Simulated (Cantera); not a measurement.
A freely propagating, adiabatic, planar premixed flame of H₂ : O₂ : N₂ = 1 : 0.333 : 1.25 (molar parts), equivalence ratio 1.5, unburnt at 423 K and 1650 Torr; mixture-averaged transport, grid criteria slope 0.08 and curve 0.16, no radiation.

Cantera simulation using the H2/O2 subset of GRI-Mech 3.0, which has no nitrogen chemistry; the numbers are that mechanism's predictions, not measurements. The hydrogen kinetics of GRI-Mech 3.0 are dated; newer H2 mechanisms differ, most at raised pressure. Burning velocities carry a grid error of a few per cent, more on coarse grids.

Task: Predict: laminar burning velocity; thermal thickness; peak x(H); peak x(O); peak x(HO₂).

Result: 
| Item | Result |
|---|---|
| laminar burning velocity | 529 cm/s |
| thermal thickness | 0.137 mm |
| peak x(H) | 0.0648 |
| peak x(O) | 0.00526 |
| peak x(HO₂) | 0.000708 |
